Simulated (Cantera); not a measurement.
Input: 1 mol CH4, 0.85 mol O2, 0.34 mol N2, at 0.280 bar.

Cantera equilibrium calculation (NASA polynomials, part measured and part estimated; ideal gas, pure solids and liquids). Candidate condensed phases: C, C6H6, C7H8, C8H18, H2O; 136 gas species. Rates play no part.

x: gas mole fraction; nothing condenses.

| T (K) | x H2 | x CO | x H2O | x N2 | x H | x CO2 |
|---|---|---|---|---|---|---|
| 1423 | 0.433 | 0.256 | 0.166 | 0.102 | 8.26e-6 | 0.0434 |
| 1623 | 0.424 | 0.264 | 0.175 | 0.102 | [?] | [?] |
| 1823 | 0.418 | 0.270 | 0.180 | 0.102 | 0.000530 | 0.0296 |
| 2023 | 0.414 | 0.273 | 0.183 | 0.102 | [?] | [?] |
| 2223 | 0.407 | 0.275 | 0.185 | 0.101 | 0.00773 | 0.0233 |
| 2423 | 0.397 | 0.275 | 0.184 | 0.101 | 0.0211 | 0.0213 |
| 2623 | 0.377 | 0.271 | 0.178 | 0.0989 | 0.0489 | 0.0196 |

### Question
What belongs in the gaps?

### Answer

- 1623, x H: 8.51e-5
- 1623, x CO2: 0.0351
- 2023, x H: 0.00231
- 2023, x CO2: 0.0259
